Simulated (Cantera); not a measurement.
Charge: 1 mol CuO, 30 mol H2, 2.2 mol H2O, at 1 atm.

Method: chemical equilibrium by Gibbs-energy minimisation in Cantera with the NASA 1993 tables (ideal gas, pure condensed phases). Candidate condensed phases: Cu, CuO, Cu(OH)2, Cu2O, H2O; 12 gas species. Equilibrium is a limit: real reactors are often held back by kinetics, nucleation or transport.

Problem. Which condensed phases are stable at each of these points (T (°C)): 602, 702, 802, 902, 1002, 1102, 1202, 1302, 1402, 1502, 1602, 1702, 1802, 1902?

Solution. 
| T (°C) | condensed phases | Cu condensed (%) |
|---|---|---|
| 602 | Cu(s) | 100.0 |
| 702 | Cu(s) | 100.0 |
| 802 | Cu(s) | 100.0 |
| 902 | Cu(s) | 100.0 |
| 1002 | Cu(s) | 100.0 |
| 1102 | Cu(l) | 100.0 |
| 1202 | Cu(l) | 100.0 |
| 1302 | Cu(l) | 99.9 |
| 1402 | Cu(l) | 99.6 |
| 1502 | Cu(l) | 98.7 |
| 1602 | Cu(l) | 96.0 |
| 1702 | Cu(l) | 89.1 |
| 1802 | Cu(l) | 72.7 |
| 1902 | Cu(l) | 37.0 |

From 602 °C to 1002 °C the condensed part is Cu(s). From 1102 °C to 1902 °C the condensed part is Cu(l).
